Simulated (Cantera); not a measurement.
What does this Cantera script print?

```python
import numpy as np
import cantera as ct

gas = ct.Solution("h2o2.yaml")
gas.TPX = 675, 28000, {'H2': 1, 'O2': 0.417, 'N2': 1.13, 'H2O': 0.1}
flame = ct.FreeFlame(gas, width=0.098)
flame.set_refine_criteria(ratio=3, slope=0.08, curve=0.16)
flame.transport_model = "mixture-averaged"
flame.solve(loglevel=0, auto=True)
z, T = flame.grid, flame.T
thick = (T[-1] - T[0]) / np.gradient(T, z).max()
show = ['H2', 'O2', 'H2O', 'OH', 'HO2', 'H2O2']
print(f"laminar burning velocity  {flame.velocity[0] * 100:.3f} cm/s")
print(f"burnt temperature         {T[-1]:.1f} K")
print(f"thermal thickness         {thick * 1e3:.4f} mm")
print(f"grid points               {len(z)}")
z0 = z[flame.heat_release_rate.argmax()]
print(f"{'z/mm':>9s}{'T/K':>9s}{'u/(m/s)':>9s}" + "".join(f"{s:>11s}" for s in show))
rows = []
for k in (-3, -2, -1.5, -1, -0.5, -0.25, 0, 0.25, 0.5, 1, 2, 4, 8):
    zz = z0 + k * thick
    rows.append([k * thick, np.interp(zz, z, T), np.interp(zz, z, flame.velocity),
                 *(np.interp(zz, z, flame.X[gas.species_index(s)]) for s in show)])
    print(f"{rows[-1][0] * 1e3:9.3f}{rows[-1][1]:9.1f}{rows[-1][2]:9.3f}" + "".join(f"{x:11.3e}" for x in rows[-1][3:]))
```

It prints:

```
laminar burning velocity  1068.460 cm/s
burnt temperature         2591.7 K
thermal thickness         2.2930 mm
grid points               131
     z/mm      T/K  u/(m/s)         H2         O2        H2O         OH        HO2       H2O2
   -6.879    675.0   10.685  3.778e-01  1.575e-01  3.778e-02  2.634e-17  4.686e-12  7.167e-14
   -4.586    675.0   10.685  3.778e-01  1.575e-01  3.778e-02  1.767e-14  5.274e-11  7.379e-14
   -3.440    675.0   10.685  3.778e-01  1.575e-01  3.778e-02  2.042e-12  3.707e-09  1.883e-13
   -2.293    675.0   10.685  3.778e-01  1.575e-01  3.778e-02  4.205e-10  3.069e-07  2.674e-11
   -1.147    679.6   10.749  3.768e-01  1.575e-01  3.807e-02  1.861e-05  8.814e-05  3.768e-07
   -0.573    788.1   12.335  3.558e-01  1.545e-01  4.835e-02  4.331e-04  8.331e-05  1.496e-06
    0.000   1200.9   18.207  2.072e-01  1.028e-01  1.563e-01  4.621e-03  3.480e-05  1.721e-06
    0.573   1503.6   22.466  9.271e-02  3.500e-02  2.768e-01  1.239e-02  1.081e-05  1.522e-06
    1.147   1634.2   24.213  8.575e-02  2.612e-02  2.932e-01  1.591e-02  7.098e-06  1.012e-06
    2.293   1785.7   26.166  8.956e-02  2.287e-02  3.014e-01  1.942e-02  5.272e-06  5.601e-07
    4.586   1956.1   28.286  9.242e-02  1.946e-02  3.120e-01  2.263e-02  3.800e-06  2.938e-07
    9.172   2135.2   30.431  9.312e-02  1.575e-02  3.256e-01  2.474e-02  2.697e-06  1.665e-07
   18.344   2309.3   32.437  9.162e-02  1.203e-02  3.413e-01  2.507e-02  2.049e-06  1.151e-07
```

Computed with Cantera and the H2/O2 subset of GRI-Mech 3.0, which has no nitrogen chemistry. Burning velocities carry a grid error of a few per cent, more on coarse grids.
